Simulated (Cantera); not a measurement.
A freely propagating, adiabatic, planar premixed flame of H2 : O2 : N2 = 1 : 0.526 : 1.95 (molar parts), unburnt at 375 K and 10.0 bar; mixture-averaged transport, grid criteria slope 0.08 and curve 0.16, no radiation.

Model: the H2/O2 subset of GRI-Mech 3.0, which has no nitrogen chemistry, integrated in Cantera. The hydrogen kinetics of GRI-Mech 3.0 are dated; newer H2 mechanisms differ, most at raised pressure. Burning velocities carry a grid error of a few per cent, more on coarse grids.

What does this change do: inlet temperature 375 to 398 K?


```csv
quantity,before,after
laminar burning velocity,200 cm/s,226 cm/s
thermal thickness,0.0252 mm,0.0251 mm
peak x(HO2),0.00149,0.00149
peak x(H),0.0113,0.0119
peak x(O),0.00407,0.00431
```

What does this change do: O2 0.526 to 0.4 parts?


```csv
quantity,before,after
laminar burning velocity,200 cm/s,207 cm/s
thermal thickness,0.0252 mm,0.0247 mm
peak x(HO2),0.00149,0.00132
peak x(H),0.0113,0.0162
peak x(O),0.00407,0.00196
```
